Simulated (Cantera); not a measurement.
Cantera run, input and output.

```python
import numpy as np
import cantera as ct

gas = ct.Solution("gri30.yaml")
gas.TPX = 300, 1500000, {'CH4': 1, 'CO': 0.93, 'O2': 2.46, 'N2': 9.27}
inlet = ct.Reservoir(gas, clone=True)
gas.equilibrate("HP")  # start burning
reactor = ct.IdealGasConstPressureReactor(gas, energy="on", clone=False)
exhaust = ct.Reservoir(gas, clone=True)
tau = [0.042, 0.013, 0.0043, 0.0014, 0.00044, 0.00014, 4.4e-05, 1.4e-05, 4.5e-06][0]
for a, b in ((inlet, reactor), (reactor, exhaust)):
    ct.MassFlowController(a, b, mdot=lambda t: reactor.mass / tau)
net = ct.ReactorNet([reactor])
show = ['CH4', 'CO', 'O2', 'CH2', 'HCO']

rows = []
print(f"{'tau/s':>10s}{'T/K':>9s}" + "".join(f"{s:>11s}" for s in show))
for tau in [0.042, 0.013, 0.0043, 0.0014, 0.00044, 0.00014, 4.4e-05, 1.4e-05, 4.5e-06]:
    net.initial_time = 0.0
    net.advance(30 * tau)
    before = gas.X
    net.advance(40 * tau)
    drift = np.max(np.abs(gas.X - before) / (gas.X + 1e-9))
    rows.append([gas.T, *gas[show].X, drift])
    print(f"{tau:10.3e}{gas.T:9.1f}" + "".join(f"{x:11.3e}" for x in gas[show].X))
```

Result:

```
     tau/s      T/K        CH4         CO         O2        CH2        HCO
 4.200e-02   2322.3  1.303e-06  8.661e-03  3.612e-03  3.415e-08  7.094e-09
 1.300e-02   2318.2  3.824e-06  9.221e-03  4.139e-03  1.054e-07  1.690e-08
 4.300e-03   2307.2  9.855e-06  1.055e-02  5.061e-03  2.898e-07  4.528e-08
 1.400e-03   2284.8  2.389e-05  1.312e-02  6.639e-03  7.499e-07  1.311e-07
 4.400e-04   2246.3  5.700e-05  1.742e-02  9.199e-03  1.832e-06  4.007e-07
 1.400e-04   2187.8  1.376e-04  2.382e-02  1.306e-02  4.094e-06  1.220e-06
 4.400e-05   2094.5  3.875e-04  3.415e-02  1.958e-02  8.746e-06  3.789e-06
 1.400e-05    300.0  7.321e-02  6.808e-02  1.801e-01 -4.326e-34  3.503e-34
 4.500e-06    300.0  7.321e-02  6.808e-02  1.801e-01  4.479e-35  2.033e-38
```

Detailed kinetics in Cantera: GRI-Mech 3.0 (53 species, 325 reactions). The pressure lies above the range GRI-Mech 3.0 was tuned for (to about 10 atm).
